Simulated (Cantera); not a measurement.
A perfectly stirred reactor is fed with NO : N₂ = 1 : 3.3 (molar parts), at 1.40 bar; it is held at 2150 K, and followed from long to short residence time.

Computed with Cantera and GRI-Mech 3.0 (53 species, 325 reactions).

```json
[
 {"quantity": "x(NO) at τ = 3.30 s", "before": "0.0250", "after": "0.0155"},
 {"quantity": "x(N₂O) at τ = 3.30 s", "before": "8.47e-7", "after": "5.20e-7"},
 {"quantity": "x(O₂) at τ = 3.30 s", "before": "0.103", "after": "0.0461"},
 {"quantity": "x(N₂) at τ = 3.30 s", "before": "0.871", "after": "0.938"},
 {"quantity": "x(O) at τ = 3.30 s", "before": "0.000536", "after": "0.000358"},
 {"quantity": "x(NO) at τ = 19.0 ms", "before": "0.218", "after": "0.104"},
 {"quantity": "x(N₂O) at τ = 19.0 ms", "before": "2.48e-5", "after": "5.85e-6"},
 {"quantity": "x(O₂) at τ = 19.0 ms", "before": "0.00697", "after": "0.00172"},
 {"quantity": "x(N₂) at τ = 19.0 ms", "before": "0.774", "after": "0.894"},
 {"quantity": "x(O) at τ = 19.0 ms", "before": "0.000184", "after": "0.000106"}
]
```

Task: What was changed between the two runs?
(A) pressure from 1.40 bar to 12.0 Torr
(B) NO 1 to 2.4 parts
(C) NO 1 to 0.4 parts
(D) pressure from 1.40 bar to 100.0 Torr

Result: C, NO 1 to 0.4 parts
